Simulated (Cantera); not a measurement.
A freely propagating, adiabatic, planar premixed flame of H2 : O2 : N2 = 1 : 0.333 : 1.25 (molar parts), equivalence ratio 1.5, unburnt at 375 K and 1.01 bar; mixture-averaged transport, grid criteria slope 0.08 and curve 0.16, no radiation.

Detailed kinetics in Cantera: the H2/O2 subset of GRI-Mech 3.0, which has no nitrogen chemistry. Burning velocities carry a grid error of a few per cent, more on coarse grids.

Q: What does this change do: inlet temperature 375 to 323 K?

A: 
```json
[
 {"quantity": "laminar burning velocity", "before": "429 cm/s", "after": "345 cm/s"},
 {"quantity": "thermal thickness", "before": "0.358 mm", "after": "0.329 mm"},
 {"quantity": "peak x(H2O2)", "before": "8.27e-5", "after": "0.000116"},
 {"quantity": "peak x(H)", "before": "0.0767", "after": "0.0730"},
 {"quantity": "peak x(OH)", "before": "0.00899", "after": "0.00834"},
 {"quantity": "peak x(HO2)", "before": "0.000467", "after": "0.000506"}
]
```
